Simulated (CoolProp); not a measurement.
Properties of dimethyl carbonate along the isobar 0.101 MPa (Tc = 557.0 K, pc = 4.909 MPa, ω = 0.346).

The numbers come from the reference Helmholtz-energy equation of state, Zhou 2011 in CoolProp.

```csv
T (K),phase,density (kg/m³),Joule-Thomson coefficient (K/MPa),isothermal compressibility (1/MPa),expansivity (1/kK),fugacity coefficient
401.9,gas,2.780,17.22,10.11,2.662,0.9799
416,gas,2.679,15.40,10.09,2.552,0.9820
430.2,gas,2.586,13.84,10.07,2.451,0.9839
444.3,gas,2.500,12.51,10.05,2.360,0.9854
458.5,gas,2.419,11.36,10.04,2.276,0.9868
472.6,gas,2.344,10.38,10.02,2.199,0.9880
486.8,gas,2.273,9.515,10.01,2.128,0.9891
500.9,gas,2.207,8.770,10.00,2.061,0.9901
515.1,gas,2.144,8.113,9.993,1.999,0.9909
529.2,gas,2.085,7.538,9.985,1.941,0.9917
543.4,gas,2.029,7.026,9.978,1.887,0.9923
557.5,gas,1.977,6.573,9.972,1.835,0.9929
571.7,gas,1.927,6.165,9.966,1.787,0.9935
585.8,gas,1.879,5.801,9.961,1.741,0.9940
600,gas,1.834,5.471,9.957,1.698,0.9944
```
